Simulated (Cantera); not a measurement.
An adiabatic, constant-volume homogeneous reactor starts with CH4 : O2 : N2 = 1 : 2.63 : 9.89 (molar parts), equivalence ratio 0.76, at 1750 K and 1.01 bar.

Detailed kinetics in Cantera: GRI-Mech 3.0 (53 species, 325 reactions).

Problem. Predict: time of steepest temperature rise; temperature at 2.00 s; equilibrium temperature; x(O2) at 2.00 s; x(HCO) at 2.00 s; x(H2O2) at 2.00 s.

Solution. 
```json
{
 "time_of_steepest_temperature_rise": "0.142 ms",
 "temperature at 2.00 s": "2877 K",
 "equilibrium_temperature": "2877 K",
 "x(O2) at 2.00 s": "0.0464 (gas-phase equilibrium 0.0464)",
 "x(HCO) at 2.00 s": "4.02e-8 (gas-phase equilibrium 4.02e-8)",
 "x(H2O2) at 2.00 s": "4.58e-7 (gas-phase equilibrium 4.58e-7)"
}
```
